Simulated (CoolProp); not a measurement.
The fluid at 447.52 K and 0.149 MPa flows at 0.073 m/s in a round tube of 2 mm bore and 15 µm roughness, fully developed (64/Re and Nu = 3.66 if laminar; Colebrook and Gnielinski if turbulent). The same conditions are run with several fluids, on thermodynamics alone (safety and materials aside).

Model: reference Helmholtz-energy equation of state of each fluid (R124: de Vries 1995; n-hexane: Thol 2019; R141b: Lemmon 2006; propylene: Lemmon 2013; R22: Kamei 1995), in CoolProp.

```tsv
fluid	Reynolds number	Darcy friction factor	pressure drop (Pa/m)	heat-transfer coefficient (W/(m² K))	mass flow (kg/h)
R124	41.9	?	11.2	48.3	0.00455
n-hexane	55.3	1.16	5.47	53.0	0.00293
R141b	?	1.29	8.14	?	0.00392
propylene	?	3.30	7.45	64.6	0.00140
R22	?	?	11.9	41.9	0.00287
```

### Question
Complete the blanks.

### Answer

- R124, Darcy friction factor: 1.53
- R141b, Reynolds number: 49.7
- R141b, heat-transfer coefficient (W/(m² K)): 42.7
- propylene, Reynolds number: 19.4
- R22, Reynolds number: 24.9
- R22, Darcy friction factor: 2.57

Transport values come from each fluid's own correlations; those of R124, R141b, propylene, R22 are estimates that may be off by 10 % or more.
